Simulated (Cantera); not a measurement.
# Catalytic combustion on Pt

An isothermal plug-flow reactor at 750 K and 3750 Torr (inlet), inlet velocity 3.4 m/s, active area per volume 430 1/m; feed CO : O₂ : N₂ : H₂O = 0.016 : 0.017 : 0.79 : 0.014 (molar parts).

Computed with Cantera and Deutschmann's 1995 Pt surface mechanism with GRI-Mech 3.0 gas chemistry. Catalytic surfaces can have several steady states; this one follows from the mechanism file's or the stated starting coverage. Mass transfer to the wall is taken as infinitely fast.

| z (m) | x CO | x O₂ | x H₂O | x CO₂ | θ free Pt | θ O* | θ CO* |
|---|---|---|---|---|---|---|---|
| 0.00049 | 0.0191 | 0.0203 | 0.0167 | 2.26e-5 | 0.0319 | 0.00230 | 0.965 |
| 0.0011 | 0.0191 | 0.0203 | 0.0167 | 5.08e-5 | 0.0319 | 0.00230 | 0.965 |
| 0.0023 | 0.0190 | 0.0203 | 0.0167 | 0.000106 | 0.0319 | 0.00231 | 0.965 |
| 0.0049 | 0.0189 | 0.0202 | 0.0167 | 0.000227 | 0.0320 | 0.00231 | 0.965 |
| 0.011 | 0.0186 | 0.0201 | 0.0167 | 0.000512 | 0.0323 | 0.00233 | 0.965 |
| 0.023 | 0.0180 | 0.0198 | 0.0167 | 0.00108 | 0.0328 | 0.00238 | 0.964 |
| 0.049 | 0.0168 | 0.0192 | 0.0167 | 0.00235 | 0.0340 | 0.00248 | 0.963 |
x: gas mole fraction; θ: surface coverage.
